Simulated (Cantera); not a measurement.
Input: 1 mol C2H6, 3.1 mol CO2, 7.6 mol H2, 0.058 mol O2, equilibrated at 44.0 bar.

Cantera equilibrium calculation (NASA polynomials, part measured and part estimated; ideal gas, pure solids and liquids). Candidate condensed phases: C, C6H6, C7H8, C8H18, H2O; 110 gas species. The ideal-gas law is rough above about 30 bar. Kinetics and transport are ignored. All values below are at 873 K.

Base state: H2O 0.398, CH4 0.319, CO2 0.139, H2 0.127, CO 0.0167, C2H6 3.96e-5 (mole fractions); condensed: C(graphite).

Question: What changes in the equilibrium state with this change: C2H6 replaced by n-butane?

Answer: 
| species | before | after |
|---|---|---|
| H2O | 0.398 | 0.378 |
| CH4 | 0.319 | 0.359 |
| H2 | 0.127 | 0.135 |
| CO2 | 0.139 | 0.112 |
| CO | 0.0167 | 0.0150 |
| C2H6 | 3.96e-5 | 4.73e-5 |
| C(graphite), mol | 0.768 | 2.12 |
